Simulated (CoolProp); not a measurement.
A simple Rankine cycle with R1336mzz(E): condensing at 332.15 K, boiler at 2.22 MPa, turbine inlet 394.2 K, turbine efficiency 0.8, pump efficiency 0.7, no recuperator. Each further row changes one setting.

Values from CoolProp's reference Helmholtz-energy equation of state, Akasaka 2023.

| case | thermal efficiency (%) | net work (kJ/kg) | heat in (kJ/kg) | turbine exit temperature (K) | volume ratio over the turbine |
|---|---|---|---|---|---|
| as stated | ___ | 12.8 | 149 | 345.6 | 5.56 |
| condensing temperature 324.15 K | ___ | 15.4 | 159 | ___ | 7.05 |
| boiler pressure 1.55 MPa | 7.0 | ___ | 167 | 365.5 | 3.12 |
| turbine efficiency 0.7 | ___ | 11.0 | 149 | 347.5 | 5.61 |

Q: Complete the blanks.

A: 
- as stated, thermal efficiency (%): 8.6
- condensing temperature 324.15 K, thermal efficiency (%): 9.7
- condensing temperature 324.15 K, turbine exit temperature (K): 340.5
- boiler pressure 1.55 MPa, net work (kJ/kg): 11.7
- turbine efficiency 0.7, thermal efficiency (%): 7.4
